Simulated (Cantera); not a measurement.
Cantera run, input and output.

```python
import numpy as np
import cantera as ct

gas = ct.Solution("gri30.yaml")
gas.TPX = 1375, 37000, {'CO': 0.0028, 'O2': 0.04, 'H2O': 0.023, 'N2': 1}
inlet = ct.Reservoir(gas, clone=True)

reactor = ct.IdealGasConstPressureReactor(gas, energy="off", clone=False)
exhaust = ct.Reservoir(gas, clone=True)
tau = [2.1, 1.1, 0.58, 0.3, 0.16, 0.084, 0.044, 0.023, 0.012, 0.0065][0]
for a, b in ((inlet, reactor), (reactor, exhaust)):
    ct.MassFlowController(a, b, mdot=lambda t: reactor.mass / tau)
net = ct.ReactorNet([reactor])
show = ['CO', 'O2', 'H2O', 'NO', 'NO2']

rows = []
print(f"{'tau/s':>10s}{'T/K':>9s}" + "".join(f"{s:>11s}" for s in show))
for tau in [2.1, 1.1, 0.58, 0.3, 0.16, 0.084, 0.044, 0.023, 0.012, 0.0065]:
    net.initial_time = 0.0
    net.advance(30 * tau)
    before = gas.X
    net.advance(40 * tau)
    drift = np.max(np.abs(gas.X - before) / (gas.X + 1e-9))
    rows.append([gas.T, *gas[show].X, drift])
    print(f"{tau:10.3e}{gas.T:9.1f}" + "".join(f"{x:11.3e}" for x in gas[show].X))
```

It prints:

```
     tau/s      T/K         CO         O2        H2O         NO        NO2
 2.100e+00   1375.0  2.047e-05  3.626e-02  2.158e-02  2.152e-07  6.348e-10
 1.100e+00   1375.0  3.159e-05  3.626e-02  2.157e-02  2.022e-07  5.882e-10
 5.800e-01   1375.0  4.847e-05  3.626e-02  2.156e-02  1.784e-07  4.926e-10
 3.000e-01   1375.0  7.518e-05  3.626e-02  2.154e-02  1.477e-07  3.715e-10
 1.600e-01   1375.0  1.140e-04  3.627e-02  2.152e-02  1.181e-07  2.628e-10
 8.400e-02   1375.0  1.739e-04  3.628e-02  2.150e-02  9.158e-08  1.744e-10
 4.400e-02   1375.0  2.644e-04  3.631e-02  2.147e-02  7.043e-08  1.122e-10
 2.300e-02   1375.0  3.994e-04  3.635e-02  2.143e-02  5.441e-08  7.178e-11
 1.200e-02   1375.0  5.969e-04  3.642e-02  2.139e-02  4.181e-08  4.596e-11
 6.500e-03   1375.0  8.577e-04  3.652e-02  2.135e-02  3.088e-08  2.940e-11
```

Detailed kinetics in Cantera: GRI-Mech 3.0 (53 species, 325 reactions).
